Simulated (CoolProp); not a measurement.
A single-stage vapour-compression cycle with chloromethane (R40): evaporating at 317.15 K (dew point), condensing at 358.15 K (bubble point), superheat 2 K, subcooling 2 K, compressor efficiency 0.7, no pressure losses. Each further row changes one setting.

Model: reference Helmholtz-energy equation of state, Thol 2014, in CoolProp.

```json
[
 {"case": "as stated", "cooling COP": "4.46", "pressure ratio": "2.51", "discharge temperature (K)": "400.8", "refrigerating effect (kJ/kg)": "282", "volumetric capacity (kJ/m³)": "6100"},
 {"case": "evaporating temperature 322.15 K", "cooling COP": "?", "pressure ratio": "2.22", "discharge temperature (K)": "394.8", "refrigerating effect (kJ/kg)": "?", "volumetric capacity (kJ/m³)": "6940"},
 {"case": "condensing temperature 353.15 K", "cooling COP": "5.21", "pressure ratio": "2.27", "discharge temperature (K)": "?", "refrigerating effect (kJ/kg)": "292", "volumetric capacity (kJ/m³)": "6300"},
 {"case": "subcooling 7 K", "cooling COP": "4.61", "pressure ratio": "2.51", "discharge temperature (K)": "400.8", "refrigerating effect (kJ/kg)": "292", "volumetric capacity (kJ/m³)": "6300"},
 {"case": "superheat 12 K", "cooling COP": "?", "pressure ratio": "2.51", "discharge temperature (K)": "412.9", "refrigerating effect (kJ/kg)": "294", "volumetric capacity (kJ/m³)": "6020"},
 {"case": "compressor efficiency 0.6", "cooling COP": "3.82", "pressure ratio": "2.51", "discharge temperature (K)": "409.4", "refrigerating effect (kJ/kg)": "282", "volumetric capacity (kJ/m³)": "6100"}
]
```

What belongs in the gaps?


- evaporating temperature 322.15 K, cooling COP: 5.24
- evaporating temperature 322.15 K, refrigerating effect (kJ/kg): 284
- condensing temperature 353.15 K, discharge temperature (K): 391.4
- superheat 12 K, cooling COP: 4.40
